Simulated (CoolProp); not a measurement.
Vapour-liquid equilibrium of benzene (1) + ethylbenzene (2) at 0.55 MPa; x and y are mole fractions of (1).

Values from CoolProp's multi-fluid Helmholtz-energy mixture model, Thol 2012 and Zhou 2012; pair parameters Bell 2016.

```json
[
 {"x": "0.05", "bubble temperature, mixture model (°C)": "208.5", "bubble temperature, Raoult's law (°C)": "207.1", "y, mixture model": "0.113", "y, Raoult's law": "0.146"},
 {"x": "0.125", "bubble temperature, mixture model (°C)": "202.1", "bubble temperature, Raoult's law (°C)": "199.2", "y, mixture model": "0.263", "y, Raoult's law": "0.323"},
 {"x": "0.2", "bubble temperature, mixture model (°C)": "196.0", "bubble temperature, Raoult's law (°C)": "192.2", "y, mixture model": "0.393", "y, Raoult's law": "0.460"},
 {"x": "0.275", "bubble temperature, mixture model (°C)": "190.1", "bubble temperature, Raoult's law (°C)": "186.0", "y, mixture model": "0.505", "y, Raoult's law": "0.569"},
 {"x": "0.35", "bubble temperature, mixture model (°C)": "184.5", "bubble temperature, Raoult's law (°C)": "180.3", "y, mixture model": "0.601", "y, Raoult's law": "0.657"},
 {"x": "0.425", "bubble temperature, mixture model (°C)": "179.2", "bubble temperature, Raoult's law (°C)": "175.2", "y, mixture model": "0.683", "y, Raoult's law": "0.728"},
 {"x": "0.5", "bubble temperature, mixture model (°C)": "174.1", "bubble temperature, Raoult's law (°C)": "170.5", "y, mixture model": "0.752", "y, Raoult's law": "0.787"},
 {"x": "0.575", "bubble temperature, mixture model (°C)": "169.3", "bubble temperature, Raoult's law (°C)": "166.2", "y, mixture model": "0.811", "y, Raoult's law": "0.836"},
 {"x": "0.65", "bubble temperature, mixture model (°C)": "164.8", "bubble temperature, Raoult's law (°C)": "162.2", "y, mixture model": "0.860", "y, Raoult's law": "0.876"},
 {"x": "0.725", "bubble temperature, mixture model (°C)": "160.5", "bubble temperature, Raoult's law (°C)": "158.6", "y, mixture model": "0.901", "y, Raoult's law": "0.911"},
 {"x": "0.8", "bubble temperature, mixture model (°C)": "156.5", "bubble temperature, Raoult's law (°C)": "155.2", "y, mixture model": "0.935", "y, Raoult's law": "0.940"},
 {"x": "0.875", "bubble temperature, mixture model (°C)": "152.8", "bubble temperature, Raoult's law (°C)": "152.0", "y, mixture model": "0.963", "y, Raoult's law": "0.965"},
 {"x": "0.95", "bubble temperature, mixture model (°C)": "149.4", "bubble temperature, Raoult's law (°C)": "149.1", "y, mixture model": "0.987", "y, Raoult's law": "0.987"}
]
```

The largest gap from Raoult's law is +4.2 K in bubble temperature, at x = 0.35. No azeotrope shows between x = 0.05 and 0.95.

The pair parameters rest on a limited set of measurements; away from them the model extrapolates.
